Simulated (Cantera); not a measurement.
What does this Cantera script print?

```python
import numpy as np
import cantera as ct

gas_names = """
    CL CL2 H HCL H2 Si SiCL SiCL2 SiCL3 SiCL4 SiH SiHCL3 SiH2 SiH2CL2 SiH3 SiH3CL SiH4 Si2 Si3
""".split()
cond_names = """
    Si(cr) Si(L)
""".split()


# ... load() reads the species with a 1 bar reference pressure and builds the phases ...
atoms = {
    'Si': {'Si': 1},
    'Cl2': {'CL': 2},
    'H2': {'H': 2},
}
top_T = {}  # K; cautious upper limits of use, not melting points


# ... equilibrate(T, P, feed) seeds the gas with the atoms and calls Mixture.equilibrate('TP', solver="vcs", rtol=1e-11, max_steps=5000) ...
results = []
feed = {'Si': 1, 'Cl2': 2.1, 'H2': 17}  # mol
P = 170000  # Pa
for T in [548, 648, 748, 848, 948, 1048, 1148, 1248, 1348]:
    mix = equilibrate(T, P, feed)
    results.append((T, P, feed, dict(zip(mix.species_names, mix.species_moles))))

top = {s: max(r[3][s] / sum(r[3][g] for g in gas_names) for r in results) for s in gas_names}
cols = sorted((s for s in top if top[s] > 1e-06), key=lambda s: -top[s])[:7]
seen = [c for c in cond_names if any(r[3].get(c, 0) > 1e-12 for r in results)]
print("log10 of partial pressures in bar; condensed amounts in mol")
print(f"{'T/K':>10s}" + "".join(f"{s[:9]:>10s}" for s in cols + seen))
for T, P, feed, n in results:
    ng = sum(n[g] for g in gas_names)
    print(f"{T:10.4g}" + "".join(f"{np.log10(max(n[s] / ng * P / 1e5, 1e-99)):10.3f}" for s in cols)
          + "".join(f"{n.get(c, 0):10.4g}" for c in seen))
```

Output:

```
log10 of partial pressures in bar; condensed amounts in mol
       T/K        H2       HCL     SiCL4    SiHCL3     SiCL2     SiCL3   SiH2CL2
       548     0.201    -1.725    -1.027    -4.247   -16.872   -10.733    -8.845
       648     0.200    -1.713    -1.030    -3.224   -12.409    -8.130    -6.658
       748     0.200    -1.663    -1.041    -2.535    -9.248    -6.282    -5.165
       848     0.198    -1.568    -1.067    -2.091    -6.980    -4.953    -4.172
       948     0.196    -1.454    -1.109    -1.806    -5.301    -3.970    -3.497
      1048     0.193    -1.342    -1.166    -1.620    -4.013    -3.221    -3.019
      1148     0.190    -1.236    -1.239    -1.511    -3.012    -2.647    -2.685
      1248     0.185    -1.124    -1.338    -1.483    -2.262    -2.229    -2.493
      1348     0.178    -1.000    -1.486    -1.554    -1.751    -1.969    -2.458
```

Cantera equilibrium calculation (NASA polynomials, part measured and part estimated; ideal gas, pure solids and liquids). The tables' values for SiCl3 are old estimates; treat these amounts as uncertain.
